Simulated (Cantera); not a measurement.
## n-butane + H2O + N2 (carbon deposition, reforming and gasification)

A closed system holds: 1 mol n-butane, 0.025 mol H2O, 7.5 mol N2, equilibrated at 5.30 bar.

These are equilibrium values from Cantera (NASA tables, ideal gas, pure condensed phases), not measurements of a reactor. Candidate condensed phases: C, C6H6, C7H8, C8H18, H2O; 169 gas species. Ions and electrons are included (thermal ionisation). Equilibrium is a limit: real reactors are often held back by kinetics, nucleation or transport.

| T (K) | log p N2 | log p H | log p H2 | log p HCN | log p C | log p CN | log p C2H2 (acetylene) | log p HNC | log p C3 | log p C2 | log p C2H | n C(graphite) |
|---|---|---|---|---|---|---|---|---|---|---|---|---|
| 3000 | 0.45 | -0.70 | 0.21 | -0.37 | -4.30 | -2.26 | -1.00 | -1.09 | -3.51 | -4.50 | -2.67 | 2.19 |
| 3250 | 0.43 | -0.43 | 0.12 | -0.25 | -3.34 | -1.70 | -0.79 | -0.90 | -2.44 | -3.41 | -1.97 | 1.22 |
| 3500 | 0.40 | -0.22 | 0.01 | -0.19 | -2.54 | -1.24 | -0.69 | -0.77 | -1.58 | -2.52 | -1.43 | 0 |
| 3750 | 0.38 | -0.03 | -0.06 | -0.27 | -2.00 | -0.98 | -0.86 | -0.79 | -1.27 | -2.03 | -1.23 | 0 |
| 4000 | 0.35 | 0.12 | -0.16 | -0.39 | -1.55 | -0.79 | -1.11 | -0.86 | -1.10 | -1.67 | -1.14 | 0 |
| 4250 | 0.33 | 0.23 | -0.29 | -0.55 | -1.18 | -0.65 | -1.44 | -0.98 | -1.04 | -1.41 | -1.15 | 0 |
| 4500 | 0.30 | 0.31 | -0.46 | -0.75 | -0.89 | -0.55 | -1.84 | -1.13 | -1.07 | -1.24 | -1.23 | 0 |
| 4750 | 0.28 | 0.35 | -0.66 | -0.98 | -0.65 | -0.50 | -2.29 | -1.33 | -1.19 | -1.15 | -1.39 | 0 |
| 5000 | 0.26 | 0.38 | -0.87 | -1.23 | -0.47 | -0.48 | -2.80 | -1.55 | -1.39 | -1.13 | -1.62 | 0 |
log p: log10 of the partial pressure in bar; n: condensed amount in mol.

From 3000 K to 3250 K the condensed part is C(graphite). From 3500 K to 5000 K nothing is condensed. The main C-bearing gas is HCN at 3000 K and C at 5000 K.
